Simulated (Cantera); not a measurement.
Cantera run:

```python
import numpy as np
import cantera as ct

gas_names = """
    H HNO HNO2 HNO3 HO2 H2 H2O H2O2 N NH NH2 NH3 NH2OH NO NO2 NO3 N2 N2H2 N2H4 N2O O OH O2 O3
""".split()
cond_names = """
    H2O(s) H2O(L)
""".split()


# ... load() reads the species with a 1 bar reference pressure and builds the phases ...
atoms = {
    'N2O': {'N': 2, 'O': 1},
    'O2': {'O': 2},
    'H2O': {'H': 2, 'O': 1},
}
top_T = {}  # K; cautious upper limits of use, not melting points


# ... equilibrate(T, P, feed) seeds the gas with the atoms and calls Mixture.equilibrate('TP', solver="vcs", rtol=1e-11, max_steps=5000) ...
results = []
feed = {'N2O': 1, 'O2': 3.8, 'H2O': 1.3}  # mol
P = 10000  # Pa
for T in [2275, 2350, 2425, 2500, 2575, 2650, 2725, 2800, 2875, 2950, 3025, 3100, 3175]:
    mix = equilibrate(T, P, feed)
    results.append((T, P, feed, dict(zip(mix.species_names, mix.species_moles))))
    x = sorted(zip(gas.X, gas.species_names), reverse=True)
    print(f"T = {T:g} K  P = {P:g} Pa  gas = {mix.phase_moles(0):.4g} mol")
    print("   x: " + "  ".join(f"{s} {v:.3e}" for v, s in x if v > 0.0001))
    print("   condensed (mol): " + ("  ".join(f"{mix.phase(i).name} {mix.phase_moles(i):.4g}"
          for i in range(1, mix.n_phases) if mix.phase_moles(i) > 1e-12) or "none"))
```

Output:

```
T = 2275 K  P = 10000 Pa  gas = 6.68 mol
   x: O2 6.284e-01  H2O 1.823e-01  N2 1.442e-01  OH 2.108e-02  NO 1.102e-02  O 1.075e-02  H2 1.305e-03  H 9.700e-04
   condensed (mol): none
T = 2350 K  P = 10000 Pa  gas = 6.716 mol
   x: O2 6.202e-01  H2O 1.771e-01  N2 1.425e-01  OH 2.725e-02  O 1.644e-02  NO 1.270e-02  H2 1.952e-03  H 1.743e-03
   condensed (mol): none
T = 2425 K  P = 10000 Pa  gas = 6.766 mol
   x: O2 6.096e-01  H2O 1.706e-01  N2 1.406e-01  OH 3.444e-02  O 2.444e-02  NO 1.444e-02  H 3.008e-03  H2 2.825e-03
   condensed (mol): none
T = 2500 K  P = 10000 Pa  gas = 6.833 mol
   x: O2 5.961e-01  H2O 1.625e-01  N2 1.382e-01  OH 4.256e-02  O 3.538e-02  NO 1.622e-02  H 5.002e-03  H2 3.959e-03
   condensed (mol): none
T = 2575 K  P = 10000 Pa  gas = 6.922 mol
   x: O2 5.791e-01  H2O 1.527e-01  N2 1.355e-01  OH 5.141e-02  O 4.993e-02  NO 1.799e-02  H 8.027e-03  H2 5.371e-03
   condensed (mol): none
T = 2650 K  P = 10000 Pa  gas = 7.039 mol
   x: O2 5.581e-01  H2O 1.411e-01  N2 1.322e-01  O 6.878e-02  OH 6.067e-02  NO 1.968e-02  H 1.245e-02  H2 7.050e-03
   condensed (mol): none
T = 2725 K  P = 10000 Pa  gas = 7.191 mol
   x: O2 5.327e-01  N2 1.284e-01  H2O 1.276e-01  O 9.256e-02  OH 6.983e-02  NO 2.124e-02  H 1.866e-02  H2 8.940e-03
   condensed (mol): none
T = 2800 K  P = 10000 Pa  gas = 7.384 mol
   x: O2 5.028e-01  N2 1.241e-01  O 1.218e-01  H2O 1.125e-01  OH 7.826e-02  H 2.704e-02  NO 2.259e-02  H2 1.092e-02
   condensed (mol): none
T = 2875 K  P = 10000 Pa  gas = 7.625 mol
   x: O2 4.683e-01  O 1.567e-01  N2 1.193e-01  H2O 9.609e-02  OH 8.521e-02  H 3.789e-02  NO 2.367e-02  H2 1.283e-02
   condensed (mol): none
T = 2950 K  P = 10000 Pa  gas = 7.92 mol
   x: O2 4.297e-01  O 1.971e-01  N2 1.140e-01  OH 8.988e-02  H2O 7.912e-02  H 5.128e-02  NO 2.442e-02  H2 1.441e-02
   condensed (mol): none
T = 3025 K  P = 10000 Pa  gas = 8.273 mol
   x: O2 3.876e-01  O 2.427e-01  N2 1.085e-01  OH 9.161e-02  H 6.696e-02  H2O 6.240e-02  NO 2.480e-02  H2 1.544e-02
   condensed (mol): none
T = 3100 K  P = 10000 Pa  gas = 8.681 mol
   x: O2 3.432e-01  O 2.923e-01  N2 1.028e-01  OH 8.999e-02  H 8.427e-02  H2O 4.689e-02  NO 2.479e-02  H2 1.571e-02
   condensed (mol): none
T = 3175 K  P = 10000 Pa  gas = 9.139 mol
   x: O 3.446e-01  O2 2.978e-01  H 1.022e-01  N2 9.720e-02  OH 8.506e-02  H2O 3.345e-02  NO 2.440e-02  H2 1.516e-02
   condensed (mol): none
```

Equilibrium computed with Cantera from the NASA thermochemical tables; the gas is ideal and each condensed phase is pure.
